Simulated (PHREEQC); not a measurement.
Solution (25 °C): 0.25 mol NaH2PO4 and 0.0067 mol Na2B4O7 per kg of water. Closed to the air; pH follows from the charge balance.

Computed with PHREEQC (ion-association model, wateq4f.dat).

| quantity | before | after |
|---|---|---|
| pH | 5.47 | 4.82 |
| ionic strength (mol/kgw) | 0.274 | 0.255 |
| H2PO4- (mol/kgw) | 0.236 | 0.246 |
| NaHPO4- (mol/kgw) | 0.00162 | 0.000365 |
| H3PO4 (mol/kgw) | 8.02e-5 | 0.000378 |

**Question.** Which change was made?
A. diluted 10-fold with water
B. temperature from 25 to 65 °C
C. Na2B4O7 from 0.0067 to 0.00134 mol/kgw

**Answer.** C, Na2B4O7 from 0.0067 to 0.00134 mol/kgw

Precipitation was switched off in this run. H3PO4, which wateq4f.dat lacks, is added to it with the constant of phreeqc.dat.
